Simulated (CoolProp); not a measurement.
Saturation properties of ammonia (Tc = 405.6 K, pc = 11360 kPa, ω = 0.256).

Model: reference Helmholtz-energy equation of state, Gao 2020, in CoolProp.

```csv
T (K),p (kPa),liquid density (kg/m³),vapour density (kg/m³),surface tension (mN/m)
201.2,9.427,727.3,0.09655,42.8
222.3,38.76,702.7,0.3626,38.1
243.5,121.4,677.1,1.054,33.3
264.6,308.2,650.1,2.526,28.3
285.8,673.0,621.0,5.307,23.3
306.9,1302,589.5,10.08,18.5
328.1,2307,554.4,17.97,13.8
349.2,3797,514.1,30.72,9.39
370.4,5925,464.4,52.26,5.29
```

It boils at 239.8 K under 1 atm.

Surface tension comes from a separate correlation (Mulero 2012).
